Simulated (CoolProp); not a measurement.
Vapour pressure (MPa) of diethyl ether: the reference equation beside estimates from Tc = 194.7 °C, pc = 3.717 MPa, ω = 0.282. Clausius-Clapeyron is anchored at 57.05 °C with a constant enthalpy of vaporisation of 25.01 kJ/mol.

Computed with CoolProp (reference Helmholtz-energy equation of state, Thol 2014).

```json
[
 {"T (°C)": "2.85", "reference": "0.02825", "Lee-Kesler": "0.02747", "Clausius-Clapeyron": "0.03546", "van der Waals": "0.2925", "Redlich-Kwong": "0.06351", "Soave-Redlich-Kwong": "0.02777", "Peng-Robinson": "0.02854"},
 {"T (°C)": "16.35", "reference": "0.05076", "Lee-Kesler": "0.04969", "Clausius-Clapeyron": "0.05895", "van der Waals": "0.3847", "Redlich-Kwong": "0.1044", "Soave-Redlich-Kwong": "0.04999", "Peng-Robinson": "0.05083"},
 {"T (°C)": "29.95", "reference": "0.08610", "Lee-Kesler": "0.08480", "Clausius-Clapeyron": "0.09397", "van der Waals": "0.4957", "Redlich-Kwong": "0.1630", "Soave-Redlich-Kwong": "0.08500", "Peng-Robinson": "0.08568"},
 {"T (°C)": "43.45", "reference": "0.1380", "Lee-Kesler": "0.1366", "Clausius-Clapeyron": "0.1435", "van der Waals": "0.6253", "Redlich-Kwong": "0.2425", "Soave-Redlich-Kwong": "0.1367", "Peng-Robinson": "0.1368"},
 {"T (°C)": "57.05", "reference": "0.2122", "Lee-Kesler": "0.2109", "Clausius-Clapeyron": "0.2122", "van der Waals": "0.7766", "Redlich-Kwong": "0.3480", "Soave-Redlich-Kwong": "0.2108", "Peng-Robinson": "0.2099"},
 {"T (°C)": "70.55", "reference": "0.3129", "Lee-Kesler": "0.3120", "Clausius-Clapeyron": "0.3035", "van der Waals": "0.9486", "Redlich-Kwong": "0.4820", "Soave-Redlich-Kwong": "0.3119", "Peng-Robinson": "0.3094"},
 {"T (°C)": "84.05", "reference": "0.4462", "Lee-Kesler": "0.4459", "Clausius-Clapeyron": "0.4225", "van der Waals": "1.143", "Redlich-Kwong": "0.6490", "Soave-Redlich-Kwong": "0.4465", "Peng-Robinson": "0.4417"},
 {"T (°C)": "97.65", "reference": "0.6198", "Lee-Kesler": "0.6201", "Clausius-Clapeyron": "0.5754", "van der Waals": "1.364", "Redlich-Kwong": "0.8545", "Soave-Redlich-Kwong": "0.6225", "Peng-Robinson": "0.6147"},
 {"T (°C)": "111.15", "reference": "0.8375", "Lee-Kesler": "0.8384", "Clausius-Clapeyron": "0.7651", "van der Waals": "1.608", "Redlich-Kwong": "1.099", "Soave-Redlich-Kwong": "0.8442", "Peng-Robinson": "0.8329"}
]
```

Absolute difference from the reference over all 9 rows, mean and median: Lee-Kesler 0.9 and 0.6 %, Clausius-Clapeyron 8.8 and 7.2 %, van der Waals 362.2 and 266.0 %, Redlich-Kwong 69.8 and 64.0 %, Soave-Redlich-Kwong 0.9 and 0.8 %, Peng-Robinson 0.8 and 0.9 %.
